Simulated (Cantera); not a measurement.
Charge: 1 mol SiCl₄, 0.6 mol C₃H₈, a varied amount of H₂, held at 2573 K and 1.40 mbar.

Equilibrium computed with Cantera from the NASA thermochemical tables; the gas is ideal and each condensed phase is pure. Candidate condensed phases: C, C₆H₆, C₇H₈, C₈H₁₈, Si, SiC; 109 gas species. Kinetics and transport are ignored.

Problem. Which condensed phases are stable at each of these points (n(H₂) (mol)): 14, 18, 23, 30, 39, 50, 64, 83, 110, 140, 180, 230, 300?

Solution. 
```csv
n(H₂) (mol),condensed phases,Si condensed (%)
14,C(graphite),0.0
18,C(graphite),0.0
23,C(graphite),0.0
30,C(graphite),0.0
39,C(graphite),0.0
50,C(graphite),0.0
64,gas only,0.0
83,gas only,0.0
110,gas only,0.0
140,gas only,0.0
180,gas only,0.0
230,gas only,0.0
300,gas only,0.0
```

From 14 mol H₂ to 50 mol H₂ the condensed part is C(graphite). From 64 mol H₂ to 300 mol H₂ nothing is condensed.
